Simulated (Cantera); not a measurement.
An adiabatic, constant-pressure homogeneous reactor starts with C3H8 : O2 : N2 : CO2 = 1 : 3.4 : 68.9 : 2.9 (molar parts), at 1373 K and 12800 Torr.

Cantera simulation using GRI-Mech 3.0 (53 species, 325 reactions); the numbers are that mechanism's predictions, not measurements. GRI-Mech 3.0 was tuned for natural gas; its chemistry of propane as a main component is partial and can be far from experiment. The pressure lies above the range GRI-Mech 3.0 was tuned for (to about 10 atm).

x: mole fraction; the columns are a selection and need not sum to one.

| t (s) | T (K) | x C3H8 | x O2 | x CO2 | x CO | x NO | x HCN | x CH4 |
|---|---|---|---|---|---|---|---|---|
| 1.00e-5 | 1372 | 0.0129 | 0.0446 | 0.0380 | 1.28e-6 | <1e-12 | <1e-12 | 1.93e-5 |
| 2.26e-5 | 1372 | 0.0126 | 0.0445 | 0.0380 | 8.77e-6 | <1e-12 | <1e-12 | 6.67e-5 |
| 5.09e-5 | 1372 | 0.0118 | 0.0442 | 0.0380 | ? | <1e-12 | <1e-12 | ? |
| 0.000115 | 1373 | 0.00985 | 0.0433 | 0.0379 | 0.000323 | 3.49e-12 | 1.88e-12 | 0.000563 |
| 0.000259 | 1669 | 2.52e-7 | 0.00914 | 0.0392 | 0.0297 | 2.13e-7 | 4.21e-7 | 0.00175 |
| 0.000585 | 1780 | 9.87e-12 | 0.000154 | 0.0425 | 0.0320 | 1.31e-6 | 2.05e-6 | 0.000193 |
| 0.00132 | 1782 | <1e-12 | 2.74e-5 | 0.0429 | 0.0316 | 1.29e-6 | 2.03e-6 | 0.000174 |
| 0.00298 | 1782 | <1e-12 | 2.45e-6 | 0.0431 | 0.0314 | 1.26e-6 | 1.98e-6 | 0.000159 |
| 0.00672 | 1782 | <1e-12 | 1.92e-8 | 0.0432 | 0.0314 | 1.20e-6 | 1.89e-6 | 0.000135 |
| 0.0152 | 1782 | <1e-12 | 2.83e-9 | 0.0431 | 0.0316 | 1.14e-6 | 1.68e-6 | 9.55e-5 |
| 0.0342 | 1781 | <1e-12 | 2.82e-9 | 0.0429 | 0.0319 | 1.23e-6 | 1.27e-6 | 4.65e-5 |
| 0.0772 | 1781 | <1e-12 | 2.85e-9 | 0.0428 | 0.0321 | ? | ? | ? |
| 0.174 | 1781 | <1e-12 | 2.99e-9 | 0.0428 | 0.0321 | 1.97e-6 | 1.80e-7 | 1.20e-7 |
| 0.393 | 1781 | <1e-12 | 2.99e-9 | 0.0428 | 0.0321 | 1.91e-6 | 8.81e-8 | 3.48e-11 |
| 0.886 | 1781 | <1e-12 | 2.99e-9 | 0.0428 | 0.0321 | 1.66e-6 | 7.51e-8 | 3.20e-11 |
| 2.00 | 1781 | <1e-12 | 2.99e-9 | 0.0428 | 0.0321 | 1.28e-6 | 5.79e-8 | 3.20e-11 |

Task: Complete the blanks.

Result: 
- 5.09e-5, x CO: 5.03e-5
- 5.09e-5, x CH4: 0.000191
- 0.0772, x NO: 1.61e-6
- 0.0772, x HCN: 6.58e-7
- 0.0772, x CH4: 8.95e-6
